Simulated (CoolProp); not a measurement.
A simple Rankine cycle with hydrogen sulfide: condensing at 319.15 K, boiler at 7.64 MPa, turbine inlet 403.6 K, turbine efficiency 0.7, pump efficiency 0.8, no recuperator. Each further row changes one setting.

Values from CoolProp's reference Helmholtz-energy equation of state, Lemmon 2006. It is a short technical equation, of lower accuracy than the large ones.

```csv
case,thermal efficiency (%),net work (kJ/kg),heat in (kJ/kg),turbine exit temperature (K),volume ratio over the turbine
as stated,7.5,31.3,419,___,2.07
turbine inlet 423.6 K,8.0,36.1,453,351.8,2.06
condensing temperature 311.15 K,___,37.9,___,319.3,2.41
boiler pressure 5.35 MPa,___,23.0,455,363.4,1.52
turbine efficiency 0.6,___,25.8,419,335.5,2.11
```

**Question.** Some entries are withheld; supply them.

**Answer.** 
- as stated, turbine exit temperature (K): 331.9
- condensing temperature 311.15 K, thermal efficiency (%): 8.7
- condensing temperature 311.15 K, heat in (kJ/kg): 437
- boiler pressure 5.35 MPa, thermal efficiency (%): 5.0
- turbine efficiency 0.6, thermal efficiency (%): 6.2
